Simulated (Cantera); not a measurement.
# Carbon deposition, reforming and gasification: C + H2 + N2

Input: 1 mol C, a varied amount of H2, 27 mol N2, held at 550 °C and 1.70 bar.

Method: chemical equilibrium by Gibbs-energy minimisation in Cantera with the NASA 1993 tables (ideal gas, pure condensed phases). Candidate condensed phases: C, C6H6, C7H8, C8H18; 92 gas species. Rates play no part.

| n(H2) (mol) | log p N2 | log p H2 | log p CH4 | log p NH3 | log p C2H6 | log p HCN | n C(graphite) |
|---|---|---|---|---|---|---|---|
| 6.2 | 0.15 | -0.64 | -1.31 | -3.51 | -6.55 | -7.03 | 0.0743 |
| 7.9 | 0.13 | -0.53 | -1.30 | -3.35 | -6.64 | -7.19 | 0 |
| 10 | 0.11 | -0.42 | -1.33 | -3.21 | -6.80 | -7.39 | 0 |
| 13 | 0.07 | -0.32 | -1.36 | -3.07 | -6.97 | -7.60 | 0 |
| 16 | 0.04 | -0.25 | -1.39 | -2.97 | -7.11 | -7.76 | 0 |
| 20 | 0.00 | -0.18 | -1.43 | -2.89 | -7.25 | -7.92 | 0 |
| 26 | -0.05 | -0.11 | -1.49 | -2.81 | -7.43 | -8.11 | 0 |
| 33 | -0.11 | -0.05 | -1.54 | -2.75 | -7.60 | -8.27 | 0 |
| 42 | -0.17 | 0.00 | -1.60 | -2.71 | -7.77 | -8.44 | 0 |
| 53 | -0.24 | 0.04 | -1.67 | -2.68 | -7.94 | -8.60 | 0 |
| 68 | -0.31 | 0.08 | -1.74 | -2.66 | -8.13 | -8.77 | 0 |
| 86 | -0.39 | 0.10 | -1.82 | -2.66 | -8.31 | -8.92 | 0 |
log p: log10 of the partial pressure in bar; n: condensed amount in mol.

At 6.2 mol H2 the condensed part is C(graphite). From 7.9 mol H2 to 86 mol H2 nothing is condensed. The main C-bearing gas is CH4 throughout.
